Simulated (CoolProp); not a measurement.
Vapour-liquid equilibrium of R134a (1) + R141b (2) at 0.43 MPa; x and y are mole fractions of (1).

Model: multi-fluid Helmholtz-energy mixture model, Tillner-Roth 1994 and Lemmon 2006; pair parameters Bell 2016, in CoolProp.

### Question
Give the bubble temperature and the first vapour's composition at x = 0.05, 0.35, 0.8. Is there an azeotrope?

### Answer
x = 0.05: 69.1 °C, y = 0.276; x = 0.35: 32.8 °C, y = 0.814; x = 0.8: 16.1 °C, y = 0.953. No azeotrope shows between x = 0.05 and 0.95.

The pair parameters rest on a limited set of measurements; away from them the model extrapolates.
